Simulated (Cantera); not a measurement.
Equilibrium for halide evaporation, hydrolysis and transport: CsCl + H2 + N2

Feed: 1 mol CsCl, 5.2 mol H2, 31 mol N2, equilibrated at 1448 K and 1.00 Torr.

These are equilibrium values from Cantera (NASA tables, ideal gas, pure condensed phases), not measurements of a reactor. Candidate condensed phases: Cs, CsCl, NH4Cl; 16 gas species. Rates play no part.

```json
{
  "x(N2)": "0.833",
  "x(H2)": "0.139",
  "x(CsCl)": "0.0264",
  "x(Cs)": "0.000509",
  "x(HCl)": "0.000509",
  "x(H)": "9.43e-5",
  "x(Cs2Cl2)": "1.05e-6",
  "gas_amount": "37.21 mol",
  "log10 activity of CsCl(l) (absent)": "-3.87",
  "log10 activity of Cs(l) (absent)": "-7.42"
}
```
